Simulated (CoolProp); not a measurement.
Computed with CoolProp (reference Helmholtz-energy equation of state, Lemmon 2005). It is a short technical equation, of lower accuracy than the large ones.

Problem. Give the vapour pressure (bar), vapour density (kg/m³), enthalpy of vaporisation (kJ/kg), surface tension (mN/m) of saturated trans-2-butene at 297.5 K.

Solution. 
```tsv
T (K)	p (bar)	vapour density (kg/m³)	enthalpy of vaporisation (kJ/kg)	surface tension (mN/m)
297.5	2.29	5.61	382	13.2
```

Surface tension comes from a separate correlation (Mulero 2014).
